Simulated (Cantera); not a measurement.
An isothermal, constant-pressure homogeneous reactor starts with CH₄ : H₂ : N₂ = 0.034 : 1 : 0.005 (molar parts), at 2200 K and 0.0120 bar. Integrator tolerance rtol = 1e-08.

Model: GRI-Mech 3.0 (53 species, 325 reactions), integrated in Cantera. GRI-Mech 3.0 stops at C3 and has no aromatics, soot or wall deposition, so with more carbon than oxygen in the feed, carbon stays in small species such as C2H2 where larger ones or solid carbon would form. Radical loss at walls, strong at low pressure, is not modelled.

### Question
What does this change do: pressure from 0.0120 bar to 0.0350 bar?

### Answer
```tsv
quantity	before	after
x(CH₄) at 2.00 s	7.07e-6 (gas-phase equilibrium 6.42e-6)	2.07e-5 (gas-phase equilibrium 1.94e-5)
x(H₂) at 2.00 s	0.931 (gas-phase equilibrium 0.930)	0.950 (gas-phase equilibrium 0.950)
x(C₂H) at 2.00 s	2.80e-5 (gas-phase equilibrium 2.47e-5)	1.67e-5 (gas-phase equilibrium 1.44e-5)
x(HCN) at 2.00 s	5.58e-6 (gas-phase equilibrium 0.00425)	8.11e-6 (gas-phase equilibrium 0.00430)
x(H) at 2.00 s	0.0489 (gas-phase equilibrium 0.0500)	0.0296 (gas-phase equilibrium 0.0296)
```
